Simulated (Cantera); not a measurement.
# Equilibrium for titanium nitride, carbide and oxide coatings: Ti + H2O

Feed: 1 mol Ti, 1.8 mol H2O, at 57.0 mbar.

Equilibrium computed with Cantera from the NASA thermochemical tables; the gas is ideal and each condensed phase is pure. Candidate condensed phases: H2O, Ti, TiO, TiO2, Ti2O3, Ti3O5, Ti4O7; 12 gas species. Mutual solubility and eutectic melting of coexisting phases are not modelled. Condensed phases not in the tables: Magnéli phases beyond Ti4O7. Kinetics and transport are ignored.

```csv
T (K),log p H2,log p H2O,log p H,log p OH,log p TiO2,log p TiO,log p O,n TiO2(rutile),n Ti4O7(s),n Ti3O5(s)
1450,-1.25,-3.21,-5.65,-9.23,-12.74,<-13,<-13,0.122,0.220,0
1500,-1.25,-3.05,-5.38,-8.72,-12.00,-13.02,-12.91,0.0864,0.228,0
1550,-1.25,-2.89,-5.13,-8.24,-11.31,-12.36,-12.19,0.0389,0.240,0
1600,-1.26,-2.80,-4.89,-7.84,-10.67,-11.71,-11.56,0,0.250,0
1650,-1.26,-2.80,-4.67,-7.56,-10.10,-11.02,-11.06,0,0.250,0
1700,-1.26,-2.80,-4.46,-7.29,-9.56,-10.38,-10.59,0,0.250,0
1750,-1.26,-2.80,-4.26,-7.04,-9.05,-9.78,-10.14,0,0.249,0.000794
```
log p: log10 of the partial pressure in bar; n: condensed amount in mol.

From 1450 K to 1550 K the condensed part is TiO2(rutile) + Ti4O7(s). From 1600 K to 1700 K the condensed part is Ti4O7(s). At 1750 K the condensed part is Ti3O5(s) + Ti4O7(s).
